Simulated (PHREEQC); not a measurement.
1 kg of water holding 0.2 mol K2CO3 meets 20 L of dry gas (CO2 0.56, H2S 0.44 by moles) at fixed total pressure, at 25 °C; fugacities by Peng-Robinson. The gases take part in no redox reaction, some water evaporates into the gas, and hydrates or a liquid gas phase aren't modelled. Nothing may precipitate in this run.

The numbers come from PHREEQC with the ion-association model, phreeqc.dat.

| P (atm) | dissolved CO2 (all carbonate carbon) (mol/kgw) | φ of CO2 | p of CO2 (atm) | dissolved H2S (mol/kgw) |
|---|---|---|---|---|
| 1 | 0.304 | 0.995 | 0.601 | 0.144 |
| 2 | 0.315 | 0.989 | 1.18 | 0.185 |
| 3 | 0.329 | 0.984 | 1.75 | 0.221 |
| 5 | 0.361 | 0.973 | 2.90 | 0.287 |
| 7.5 | 0.401 | 0.959 | 4.33 | 0.365 |
| 10 | 0.440 | 0.946 | 5.75 | 0.439 |

Species that the database lacks are ignored.
